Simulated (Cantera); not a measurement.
Cantera run:

```python
import numpy as np
import cantera as ct

gas_names = """
    O2 Br2
""".split()
cond_names = """
    Mg(L) MgBr2(s) MgO(s)
""".split()


# ... load() reads the species with a 1 bar reference pressure and builds the phases ...
species = {s.name: s for s in load("nasa_gas.yaml", gas_names) + load("nasa_condensed.yaml", cond_names)}
T = 950
g = {n: (s.thermo.h(T) - T * s.thermo.s(T)) / (ct.gas_constant * T * np.log(10)) for n, s in species.items()}
valid = cond_names  # the entries whose range holds T


def stable(la, lb):
    # potentials (over RT ln 10) of the two non-metals from log10 p(O2) and log10 p(Br2) in bar
    mu = {}
    mu["O"] = (g["O2"] + la) / 2
    mu["Br"] = (g["Br2"] + lb) / 2
    cost = {}
    for n in valid:
        c = species[n].composition
        cost[n] = (g[n] - sum(c.get(e, 0) * m for e, m in mu.items())) / c["Mg"]
    return min(cost, key=cost.get)


results = []
for lb in [0, -1.2, -2.5, -3.8, -5, -6.2, -7.5, -8.8, -10, -11.2, -12.5, -13.8, -15]:
    row = [stable(la, lb) for la in [-40, -37.8, -35.6, -33.3, -31.1, -28.9, -26.7, -24.4, -22.2, -20, -17.8, -15.6, -13.3, -11.1, -8.9, -6.7, -4.4, -2.2, 0]]
    results.append(row)
    print(f"{lb:6.1f}  " + " ".join(f"{valid.index(n):x}" for n in row))
print("key: " + ", ".join(f"{i:x} {n}" for i, n in enumerate(valid)))
```

It prints:

```
   0.0  1 1 1 1 1 1 1 1 1 1 1 1 1 1 2 2 2 2 2
  -1.2  1 1 1 1 1 1 1 1 1 1 1 1 1 2 2 2 2 2 2
  -2.5  1 1 1 1 1 1 1 1 1 1 1 1 2 2 2 2 2 2 2
  -3.8  1 1 1 1 1 1 1 1 1 1 1 2 2 2 2 2 2 2 2
  -5.0  1 1 1 1 1 1 1 1 1 1 2 2 2 2 2 2 2 2 2
  -6.2  1 1 1 1 1 1 1 1 2 2 2 2 2 2 2 2 2 2 2
  -7.5  1 1 1 1 1 1 1 2 2 2 2 2 2 2 2 2 2 2 2
  -8.8  1 1 1 1 1 1 2 2 2 2 2 2 2 2 2 2 2 2 2
 -10.0  1 1 1 1 1 2 2 2 2 2 2 2 2 2 2 2 2 2 2
 -11.2  1 1 1 1 2 2 2 2 2 2 2 2 2 2 2 2 2 2 2
 -12.5  1 1 1 2 2 2 2 2 2 2 2 2 2 2 2 2 2 2 2
 -13.8  1 1 2 2 2 2 2 2 2 2 2 2 2 2 2 2 2 2 2
 -15.0  1 2 2 2 2 2 2 2 2 2 2 2 2 2 2 2 2 2 2
key: 0 Mg(L), 1 MgBr2(s), 2 MgO(s)
```

Standard-state values (1 bar) from the NASA 1993 polynomials, evaluated with Cantera. Not in the tables: oxide halides.
